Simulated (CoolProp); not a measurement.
Vapour-liquid equilibrium of R134a (1) + R141b (2) at 276.9 K; x and y are mole fractions of (1).

The numbers come from the multi-fluid Helmholtz-energy mixture model, Tillner-Roth 1994 and Lemmon 2006; pair parameters Bell 2016 in CoolProp.

| x | bubble pressure, mixture model (kPa) | bubble pressure, Raoult's law (kPa) | y, mixture model | y, Raoult's law |
|---|---|---|---|---|
| 0.05 | 57.95 | 48.32 | 0.448 | 0.346 |
| 0.125 | 92.70 | 70.93 | 0.675 | 0.590 |
| 0.2 | 124.3 | 93.54 | 0.773 | 0.716 |
| 0.275 | 152.4 | 116.1 | 0.827 | 0.792 |
| 0.35 | 177.4 | 138.8 | 0.862 | 0.844 |
| 0.425 | 199.4 | 161.4 | 0.886 | 0.882 |
| 0.5 | 219.0 | 184.0 | 0.905 | 0.910 |
| 0.575 | 236.8 | 206.6 | 0.920 | 0.932 |
| 0.65 | 253.4 | 229.2 | 0.933 | 0.949 |
| 0.725 | 269.5 | 251.8 | 0.946 | 0.964 |
| 0.8 | 285.7 | 274.4 | 0.958 | 0.976 |
| 0.875 | 302.8 | 297.0 | 0.972 | 0.986 |
| 0.95 | 321.3 | 319.6 | 0.988 | 0.995 |

The largest gap from Raoult's law is +32.9 % in bubble pressure, at x = 0.2. No azeotrope shows between x = 0.05 and 0.95.

Pair parameters are fitted to limited data, so mixtures are less certain than the pure fluids.
